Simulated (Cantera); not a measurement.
Charge: 1 mol Al, 0.67 mol O2, 25 mol N2, held at 700 K and 8.25 Torr.

Cantera equilibrium calculation (NASA polynomials, part measured and part estimated; ideal gas, pure solids and liquids). Candidate condensed phases: Al, AlN, Al2O3; 16 gas species. Rates play no part.

Base state: N2 1.00 (mole fractions); condensed: AlN(s) + Al2O3(s).

Question: What changes in the equilibrium state with this change: temperature from 700 K to 1950 K?

Answer: 
```
species        before    after
-------------  ------  -------
N2               1.00    0.996
Al              <1e-9  0.00265
Al2O            <1e-9  0.00120
AlN(s), mol     0.107        0
Al2O3(s), mol   0.447    0.437
```
